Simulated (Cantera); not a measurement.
An adiabatic, constant-volume homogeneous reactor starts with CH₄ : C₂H₆ : O₂ : N₂ = 1 : 0.18 : 1.55 : 5.82 (molar parts), at 1600 K and 0.510 bar.

Model: GRI-Mech 3.0 (53 species, 325 reactions), integrated in Cantera.

One state of this run: T (K) = 1789; P (bar) = 0.591; x CH₄ = 0.0812; x C₂H₆ = 0.00393; x O₂ = 0.142; x HCO = 6.05e-5; x O = 6.79e-5; x C₂H₂ = 0.00119; x H₂ = 0.0307. x: mole fraction; the columns are a selection and need not sum to one.

Which value of t (s) does it belong to?
A) 0.000127
B) 0.00321
C) 0.00941
D) 0.700

A, 0.000127
